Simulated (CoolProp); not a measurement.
Nitrogen along the isobar 17.8 MPa: density (kg/m³) from the reference equation and from simpler models built on Tc = 126.2 K, pc = 3.396 MPa, ω = 0.037; each cubic takes its own stable root.

Computed with CoolProp (reference Helmholtz-energy equation of state, Span 2000).

```json
[
 {"T (K)": "105.1", "phase": "liquid", "reference": "739.2", "van der Waals": "548.6", "Redlich-Kwong": "744.4", "Soave-Redlich-Kwong": "744.6", "Peng-Robinson": "834.1"},
 {"T (K)": "119.7", "phase": "liquid", "reference": "679.4", "van der Waals": "518.7", "Redlich-Kwong": "677.8", "Soave-Redlich-Kwong": "678.3", "Peng-Robinson": "757.1"},
 {"T (K)": "134.4", "phase": "supercritical", "reference": "615.0", "van der Waals": "487.0", "Redlich-Kwong": "607.4", "Soave-Redlich-Kwong": "606.3", "Peng-Robinson": "672.4"},
 {"T (K)": "149.1", "phase": "supercritical", "reference": "546.8", "van der Waals": "454.1", "Redlich-Kwong": "536.4", "Soave-Redlich-Kwong": "532.2", "Peng-Robinson": "584.9"},
 {"T (K)": "163.8", "phase": "supercritical", "reference": "478.3", "van der Waals": "420.3", "Redlich-Kwong": "469.3", "Soave-Redlich-Kwong": "461.4", "Peng-Robinson": "502.2"},
 {"T (K)": "178.4", "phase": "supercritical", "reference": "415.8", "van der Waals": "386.7", "Redlich-Kwong": "410.7", "Soave-Redlich-Kwong": "400.1", "Peng-Robinson": "431.8"},
 {"T (K)": "193.1", "phase": "supercritical", "reference": "363.0", "van der Waals": "354.1", "Redlich-Kwong": "361.7", "Soave-Redlich-Kwong": "350.0", "Peng-Robinson": "375.2"},
 {"T (K)": "207.8", "phase": "supercritical", "reference": "321.0", "van der Waals": "323.8", "Redlich-Kwong": "322.4", "Soave-Redlich-Kwong": "310.5", "Peng-Robinson": "331.1"},
 {"T (K)": "222.5", "phase": "supercritical", "reference": "287.9", "van der Waals": "296.5", "Redlich-Kwong": "290.9", "Soave-Redlich-Kwong": "279.5", "Peng-Robinson": "296.7"},
 {"T (K)": "237.1", "phase": "supercritical", "reference": "261.7", "van der Waals": "272.8", "Redlich-Kwong": "265.6", "Soave-Redlich-Kwong": "254.9", "Peng-Robinson": "269.5"},
 {"T (K)": "251.8", "phase": "supercritical", "reference": "240.4", "van der Waals": "252.1", "Redlich-Kwong": "244.7", "Soave-Redlich-Kwong": "234.7", "Peng-Robinson": "247.3"},
 {"T (K)": "266.5", "phase": "supercritical", "reference": "222.7", "van der Waals": "234.2", "Redlich-Kwong": "227.2", "Soave-Redlich-Kwong": "217.9", "Peng-Robinson": "228.9"},
 {"T (K)": "281.2", "phase": "supercritical", "reference": "207.8", "van der Waals": "218.7", "Redlich-Kwong": "212.3", "Soave-Redlich-Kwong": "203.7", "Peng-Robinson": "213.4"}
]
```
